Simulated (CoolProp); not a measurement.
The numbers come from the reference Helmholtz-energy equation of state, Lemmon 2006 in CoolProp. It is a short technical equation, of lower accuracy than the large ones.

Give the vapour pressure (MPa), vapour Z, surface tension (mN/m) of saturated n-decane at 194.85, 223.75 °C.


```
T (°C)  p (MPa)  vapour Z  surface tension (mN/m)
------  -------  --------  ----------------------
194.85    0.167     0.910                    8.79
223.75    0.308     0.861                    6.67
```

Surface tension comes from a separate correlation (Mulero 2012).
